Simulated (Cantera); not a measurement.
# Tantalum, niobium, vanadium and zirconium in process gases: Nb + O₂ + H₂

Charge: 1 mol Nb, 1.2 mol O₂, 67 mol H₂, held at 10.0 Torr.

These are equilibrium values from Cantera (NASA tables, ideal gas, pure condensed phases), not measurements of a reactor. Candidate condensed phases: H₂O, Nb, NbO, NbO₂, Nb₂O₅; 12 gas species. Mutual solubility and eutectic melting of coexisting phases are not modelled. NbO: taken at fixed stoichiometry. Condensed phases not in the tables: the oxides between NbO₂ and Nb₂O₅. Rates play no part.

From 1327 °C to 1477 °C the condensed part is NbO₂(s). From 1552 °C to 1852 °C the condensed part is NbO(s) + NbO₂(s). At 1927 °C the condensed part is NbO(s). From 2002 °C to 2077 °C the condensed part is NbO(l). The main Nb-bearing gas is NbO₂ throughout.

```tsv
T (°C)	x H₂	x H	x H₂O	x NbO₂	x NbO	n NbO₂(s)	n NbO(s)	n NbO(l)
1327	0.994	0.000469	0.00597	7.64e-8	6.45e-10	1.000	0	0
1402	0.993	0.00100	0.00597	4.99e-7	6.89e-9	1.000	0	0
1477	0.992	0.00201	0.00596	2.76e-6	5.97e-8	1.000	0	0
1552	0.990	0.00379	0.00662	1.32e-5	3.87e-7	0.954	0.0447	0
1627	0.984	0.00682	0.00864	5.55e-5	1.81e-6	0.815	0.181	0
1702	0.977	0.0117	0.0110	0.000208	7.51e-6	0.644	0.341	0
1777	0.966	0.0193	0.0137	0.000707	2.80e-5	0.424	0.526	0
1852	0.950	0.0307	0.0166	0.00219	9.45e-5	0.110	0.734	0
1927	0.932	0.0471	0.0154	0.00483	0.000293	0	0.646	0
2002	0.909	0.0701	0.0122	0.00763	0.000736	0	0	0.414
2077	0.878	0.101	0.00892	0.0105	0.00170	0	0	0.129
```
x: gas mole fraction; n: condensed amount in mol.
